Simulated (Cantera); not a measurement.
Mixture: CH₄ : O₂ : N₂ = 1 : 1.82 : 6.84 (molar parts), equivalence ratio 1.1, at 101000 Pa, adiabatic and at constant volume. Ignition delay is the time to a rise of 400 K.

Model: GRI-Mech 3.0 (53 species, 325 reactions), integrated in Cantera.

### Question
What does this change do: constant pressure in place of constant volume?

### Answer
| quantity | before | after |
|---|---|---|
| delay at 1225 K | 31.9 ms | 33.6 ms |
| delay at 1425 K | 2.54 ms | 2.69 ms |
| delay at 1625 K | 0.363 ms | 0.384 ms |
| delay at 1825 K | 89.0 µs | 94.9 µs |
| apparent activation energy between 1725 and 1925 K | 170 kJ/mol | 170 kJ/mol |

### Question
What does this change do: N2 6.84 to 4.7 parts?

### Answer
```json
[
 {"quantity": "delay at 1225 K", "before": "31.9 ms", "after": "23.1 ms"},
 {"quantity": "delay at 1425 K", "before": "2.54 ms", "after": "1.87 ms"},
 {"quantity": "delay at 1625 K", "before": "0.363 ms", "after": "0.279 ms"},
 {"quantity": "delay at 1825 K", "before": "89.0 µs", "after": "70.7 µs"},
 {"quantity": "apparent activation energy between 1725 and 1925 K", "before": "170 kJ/mol", "after": "160 kJ/mol"}
]
```
